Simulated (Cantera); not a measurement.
Equilibrium for fluorocarbon and chlorocarbon gases: CH3Cl + H2

Feed: 1 mol CH3Cl, 7.2 mol H2, held at 1000 Pa.

Cantera equilibrium calculation (NASA polynomials, part measured and part estimated; ideal gas, pure solids and liquids). Candidate condensed phases: C, C6H6, C7H8, C8H18; 91 gas species. Rates play no part.

From 575 °C to 2575 °C the condensed part is C(graphite). From 2775 °C to 2975 °C nothing is condensed. The main C-bearing gas is CH4 at 575 °C and C3 at 2975 °C.

| T (°C) | x H2 | x H | x HCl | x Cl | x C | x C2H2 (acetylene) | x C3 | n C(graphite) |
|---|---|---|---|---|---|---|---|---|
| 575 | 0.886 | 1.79e-10 | 0.109 | 2.22e-11 | <1e-12 | 7.84e-12 | <1e-12 | 0.954 |
| 775 | 0.891 | 7.29e-8 | 0.109 | 8.13e-9 | <1e-12 | 3.51e-9 | <1e-12 | 0.996 |
| 975 | 0.891 | 4.41e-6 | 0.109 | 4.60e-7 | <1e-12 | 2.17e-7 | <1e-12 | 0.999 |
| 1175 | 0.891 | 8.70e-5 | 0.109 | 8.65e-6 | <1e-12 | 4.24e-6 | <1e-12 | 1.000 |
| 1375 | 0.890 | 0.000840 | 0.109 | 8.04e-5 | <1e-12 | 3.98e-5 | <1e-12 | 0.999 |
| 1575 | 0.886 | 0.00499 | 0.108 | 0.000462 | 8.78e-11 | 0.000228 | 4.78e-11 | 0.996 |
| 1775 | 0.871 | 0.0209 | 0.106 | 0.00188 | 8.36e-9 | 0.000913 | 8.79e-9 | 0.983 |
| 1975 | 0.826 | 0.0668 | 0.0990 | 0.00579 | 3.52e-7 | 0.00274 | 6.25e-7 | 0.947 |
| 2175 | 0.725 | 0.170 | 0.0847 | 0.0140 | 8.02e-6 | 0.00627 | 2.17e-5 | 0.869 |
| 2375 | 0.554 | 0.346 | 0.0615 | 0.0268 | 0.000114 | 0.0108 | 0.000435 | 0.719 |
| 2575 | 0.339 | 0.562 | 0.0350 | 0.0400 | 0.00110 | 0.0132 | 0.00564 | 0.293 |
| 2775 | 0.166 | 0.743 | 0.0157 | 0.0477 | 0.00492 | 0.00454 | 0.0123 | 0 |
| 2975 | 0.0697 | 0.843 | 0.00625 | 0.0508 | 0.0136 | 0.000778 | 0.01000 | 0 |
x: gas mole fraction; n: condensed amount in mol.
